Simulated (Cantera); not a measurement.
Charge: 1 mol NaCl, 1.4 mol HCl, 33 mol N2, at 1.10 mbar.

Method: chemical equilibrium by Gibbs-energy minimisation in Cantera with the NASA 1993 tables (ideal gas, pure condensed phases). Candidate condensed phases: NH4Cl, Na, NaCl; 17 gas species. Kinetics and transport are ignored.

Question: At 1750 K, list the 6 most abundant gas species with their mole fractions, and the condensed phases.

Answer: N2 0.930, HCl 0.0354, NaCl 0.0279, Cl 0.00439, H2 0.00189, H 0.000305. Condensed: gas only.
